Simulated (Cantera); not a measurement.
Input: 1 mol FeS, 0.13 mol SO2, 2.8 mol O2, at 10.0 mbar.

Cantera equilibrium calculation (NASA polynomials, part measured and part estimated; ideal gas, pure solids and liquids). Candidate condensed phases: Fe, FeO, FeS, FeSO4, FeS2, Fe2O3, Fe2(SO4)3, Fe3O4, S; 12 gas species. The numbers say what is thermodynamically allowed, not how fast it happens. All values below are at 1298 K.

Base state: SO2 0.515, O2 0.481, SO3 0.00442 (mole fractions); condensed: Fe2O3(s).

What changes in the equilibrium state with this change: FeS replaced by Fe2O3?


```tsv
species	before	after
O2	0.481	0.956
SO2	0.515	0.0438
SO3	0.00442	0.000531
Fe2O3(s), mol	0.500	1.00
```
